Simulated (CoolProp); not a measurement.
Model: reference Helmholtz-energy equation of state, Younglove 1994, in CoolProp. It is a modified Benedict-Webb-Rubin equation, recast in Helmholtz form.

**Question.** For R123, give the phase and the density (kg/m³), cv (kJ/(kg K)), Joule-Thomson coefficient (K/MPa), expansivity (1/kK) at 500 K and 235 bar; 500 K and 262 bar; 500 K and 366 bar.

**Answer.** 
- 500 K and 235 bar: supercritical; density 1070, cv 0.854, Joule-Thomson coefficient 0.128, expansivity 2.31
- 500 K and 262 bar: supercritical; density 1090, cv 0.853, Joule-Thomson coefficient 0.0477, expansivity 2.12
- 500 K and 366 bar: supercritical; density 1160, cv 0.853, Joule-Thomson coefficient -0.137, expansivity 1.65
